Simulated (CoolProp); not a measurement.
A closed Brayton cycle with carbon dioxide: compressor inlet 328.15 K and 8.1 MPa, high pressure 25.8 MPa, turbine inlet 850 K, compressor efficiency 0.8, turbine efficiency 0.85, recuperator effectiveness 0.9 (on enthalpy, no pinch check). Each further row changes one setting.

Values from CoolProp's reference Helmholtz-energy equation of state, Span 1996.

```csv
case,thermal efficiency (%),net work (kJ/kg),compressor to turbine work,compressor exit (K),turbine exit (K)
as stated,30.2,77.1,0.47,431.8,717.4
turbine inlet 800 K,28.0,67.3,0.51,431.8,672.0
compressor inlet 338.15 K,28.5,69.8,0.52,448.2,717.4
high pressure 21.9 MPa,29.9,69.9,0.45,416.4,735.6
recuperator effectiveness 0.5,20.0,77.1,0.47,431.8,717.4
```
